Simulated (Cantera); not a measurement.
# Ammonia decomposition in nitride growth gas

An isothermal, constant-pressure homogeneous reactor starts with NH3 : H2 = 1 : 0.11 (molar parts), at 2375 K and 1100 Pa.

Model: the gas-phase N/H chemistry of the illustrative SiF4/NH3 mechanism in the Surface Chemkin manual (1991), integrated in Cantera. Walls and surfaces, which speed up NH3 decomposition in real reactors, are not modelled.

```json
[
 {"t (s)": "1.00e-5", "x NH3": "0.901", "x H2": "0.0991", "x N": "<1e-12", "x N2H2": "2.29e-10", "x N2H4": "1.00e-12"},
 {"t (s)": "4.60e-5", "x NH3": "0.900", "x H2": "0.0992", "x N": "1.51e-10", "x N2H2": "1.82e-8", "x N2H4": "3.03e-11"},
 {"t (s)": "0.000211", "x NH3": "0.899", "x H2": "0.0997", "x N": "5.08e-8", "x N2H2": "8.19e-7", "x N2H4": "6.73e-10"},
 {"t (s)": "0.000972", "x NH3": "0.891", "x H2": "0.103", "x N": "2.61e-6", "x N2H2": "2.46e-5", "x N2H4": "1.04e-8"},
 {"t (s)": "0.00447", "x NH3": "0.836", "x H2": "0.142", "x N": "6.68e-6", "x N2H2": "4.79e-5", "x N2H4": "1.72e-8"},
 {"t (s)": "0.0206", "x NH3": "0.629", "x H2": "0.295", "x N": "1.09e-5", "x N2H2": "3.02e-5", "x N2H4": "1.00e-8"},
 {"t (s)": "0.0946", "x NH3": "0.219", "x H2": "0.598", "x N": "1.48e-5", "x N2H2": "7.46e-6", "x N2H4": "2.09e-9"},
 {"t (s)": "0.435", "x NH3": "0.00482", "x H2": "0.752", "x N": "1.60e-5", "x N2H2": "1.14e-7", "x N2H4": "1.18e-11"},
 {"t (s)": "2.00", "x NH3": "2.42e-7", "x H2": "0.693", "x N": "9.28e-7", "x N2H2": "<1e-12", "x N2H4": "<1e-12"}
]
```
x: mole fraction; the columns are a selection and need not sum to one.

Equilibrium at this temperature and pressure: NH3 3.38e-8, H2 0.666, N 3.88e-7, N2H2 <1e-12, N2H4 <1e-12 (gas phase only).
